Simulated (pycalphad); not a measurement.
Source of the numbers: pycalphad with the COST 507 light-alloy database (1999); pressure 1 atm. The database dates from 1999; later assessments differ in places, in temperatures and in the compounds included. Amounts are mole fractions of atoms.

Give the equilibrium state of Hf-13.43C (wt.%) at 477 °C.


```
T = 750.00 K, P = 101325 Pa, N = 1 mol of atoms
G = -78360 J/mol, H = -54759 J/mol, S = 31.47 J/(mol K)  (SER reference)
chemical potentials (J/mol): Hf -242296, C -7262
phase             fraction      x(Hf)       x(C)
FCC_A1              0.5990     0.5050     0.4950
GRAPHITE            0.4010       none     1.0000
```

FCC_A1 is fcc. An entry "none" or "no" means that the model of the phase leaves that element out. The fcc model also describes the rock-salt carbide or nitride (TiC, TiN, HfC).
